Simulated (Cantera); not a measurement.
Input (Python, Cantera) and output of one run.

```python
import numpy as np
import cantera as ct

gas_names = """
    CL CLO CL2 H HCL HOCL HO2 H2 H2O H2O2 O OH O2 O3
""".split()
cond_names = """
    H2O(s) H2O(L)
""".split()


def load(file, names, dense=False):
    # The tables refer to 1 bar. Condensed volumes are neglected.
    table = {s.name: s for s in ct.Species.list_from_file(file)}
    out = []
    for n in names:
        d = dict(table[n].input_data)
        d["thermo"] = dict(d["thermo"], **{"reference-pressure": 1e5})
        if dense:
            d["equation-of-state"] = {"model": "constant-volume", "density": "1e6 g/cm^3"}
        out.append(ct.Species.from_dict(d))
    return out


gas = ct.Solution(thermo="ideal-gas", species=load("nasa_gas.yaml", gas_names))
cond = {s.name: ct.Solution(thermo="fixed-stoichiometry", species=[s], name=s.name)
        for s in load("nasa_condensed.yaml", cond_names, dense=True)}
atoms = {
    'HCl': {'H': 1, 'CL': 1},
    'O2': {'O': 2},
}
top_T = {}  # K; cautious upper limits of use, not melting points


def equilibrate(T, P, feed):
    n = {}
    for name, mol in feed.items():
        for a, k in atoms[name].items():
            n[a] = n.get(a, 0.0) + k * mol
    gas.TPX = T, P, n
    mass = sum(n.values()) * gas.mean_molecular_weight
    gas.equilibrate("TP")
    valid = [c for c in cond.values() if c.min_temp <= T <= top_T.get(c.name, c.max_temp)]
    mix = ct.Mixture([(gas, mass / gas.mean_molecular_weight)] + [(c, 0.0) for c in valid])
    mix.T, mix.P = T, P
    mix.equilibrate("TP", solver="vcs", rtol=1e-11, max_steps=5000)
    return mix


results = []
feed = {'HCl': 1, 'O2': 3.9}  # mol
T = 3025  # K
for P in [10, 52, 280, 1400, 7600, 40000, 210000, 1100000, 5700000, 30000000]:
    mix = equilibrate(T, P, feed)
    results.append((T, P, feed, dict(zip(mix.species_names, mix.species_moles))))

top = {s: max(r[3][s] / sum(r[3][g] for g in gas_names) for r in results) for s in gas_names}
cols = sorted((s for s in top if top[s] > 1e-06), key=lambda s: -top[s])[:5]
seen = [c for c in cond_names if any(r[3].get(c, 0) > 1e-12 for r in results)]
print("log10 of partial pressures in bar; condensed amounts in mol")
print(f"{'P/Pa':>10s}" + "".join(f"{s[:9]:>10s}" for s in cols + seen))
for T, P, feed, n in results:
    ng = sum(n[g] for g in gas_names)
    print(f"{P:10.4g}" + "".join(f"{np.log10(max(n[s] / ng * P / 1e5, 1e-99)):10.3f}" for s in cols)
          + "".join(f"{n.get(c, 0):10.4g}" for c in seen))
```

Result:

```
log10 of partial pressures in bar; condensed amounts in mol
      P/Pa         O        O2        CL       HCL         H
        10    -4.102    -6.385    -4.989    -8.277    -4.992
        52    -3.397    -4.975    -4.266    -6.840    -4.278
       280    -2.714    -3.609    -3.508    -5.366    -3.563
      1400    -2.146    -2.474    -2.759    -4.009    -2.955
      7600    -1.650    -1.483    -1.986    -2.784    -2.502
     4e+04    -1.228    -0.639    -1.269    -1.779    -2.215
   2.1e+05    -0.839     0.141    -0.586    -0.883    -2.001
   1.1e+06    -0.464     0.890     0.070    -0.045    -1.819
   5.7e+06    -0.099     1.621     0.691     0.747    -1.649
     3e+07     0.267     2.353     1.271     1.505    -1.470
```

These are equilibrium values from Cantera (NASA tables, ideal gas, pure condensed phases), not measurements of a reactor. The ideal-gas law is rough above about 30 bar.
